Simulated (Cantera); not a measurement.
An isothermal, constant-pressure homogeneous reactor starts with 82.0 % NO, 18.0 % N2, at 1498 K and 0.109 atm.

Detailed kinetics in Cantera: GRI-Mech 3.0 (53 species, 325 reactions).

x: mole fraction; the columns are a selection and need not sum to one.

```tsv
t (s)	x NO	x N2	x N2O	x NO2	x O2	x O
8.00e-6	0.820	0.180	(withheld)	4.78e-11	<1e-12	5.25e-9
4.58e-5	0.820	0.180	(withheld)	1.52e-9	3.63e-12	2.88e-8
0.000262	0.820	0.180	(withheld)	4.24e-8	1.03e-10	1.31e-7
0.00150	0.820	0.180	(withheld)	7.07e-7	2.12e-9	2.86e-7
0.00856	0.820	0.180	(withheld)	5.37e-6	3.87e-8	3.17e-7
0.0490	0.820	0.180	(withheld)	3.20e-5	1.23e-6	4.30e-7
0.280	0.819	0.180	(withheld)	0.000136	5.59e-5	7.94e-7
1.60	0.818	0.181	0.000211	0.000197	0.000858	1.03e-6
9.17	0.808	0.186	0.000207	0.000282	0.00577	1.36e-6
52.4	0.755	0.212	(withheld)	0.000526	0.0319	2.41e-6
300	0.548	0.316	(withheld)	0.000776	0.135	4.55e-6
```

Q: What belongs in the gaps?

A: 
- 8.00e-6, x N2O: 5.29e-9
- 4.58e-5, x N2O: 3.03e-8
- 0.000262, x N2O: 1.73e-7
- 0.00150, x N2O: 9.89e-7
- 0.00856, x N2O: 5.59e-6
- 0.0490, x N2O: 3.01e-5
- 0.280, x N2O: 0.000124
- 52.4, x N2O: 0.000178
- 300, x N2O: 9.10e-5
